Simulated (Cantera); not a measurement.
Charge: 1 mol Si₃N₄, 0.044 mol CO₂, 1 mol H₂, held at 1875 °C and 61.0 Pa.

Equilibrium computed with Cantera from the NASA thermochemical tables; the gas is ideal and each condensed phase is pure. Candidate condensed phases: C, C₆H₆, C₇H₈, C₈H₁₈, H₂O, Si, SiC, SiO₂, Si₂N₂O, Si₃N₄; 151 gas species. The tables' values for SiN are old estimates; treat these amounts as uncertain. Gases not in the tables: Si₂H₆ and higher silanes. The numbers say what is thermodynamically allowed, not how fast it happens.

Base state: N₂ 0.382, Si 0.361, H₂ 0.157, H 0.0669, SiO 0.0141, Si₂C 0.00540, Si₂ 0.00520, CO 0.00280 (mole fractions); condensed: Si(l).

Problem. What changes in the equilibrium state with this change: CO₂ from 0.044 to 0.11 mol?

Solution. 
| species | before | after |
|---|---|---|
| N₂ | 0.382 | 0.365 |
| Si | 0.361 | 0.361 |
| H₂ | 0.157 | 0.149 |
| SiO | 0.0141 | 0.0299 |
| CO | 0.00280 | 0.0103 |
| H | 0.0669 | 0.0652 |
| SiC₂ | 2.21e-5 | 6.64e-5 |
| Si₂C | 0.00540 | 0.00935 |
| Si(l), mol | 0.893 | 0.662 |
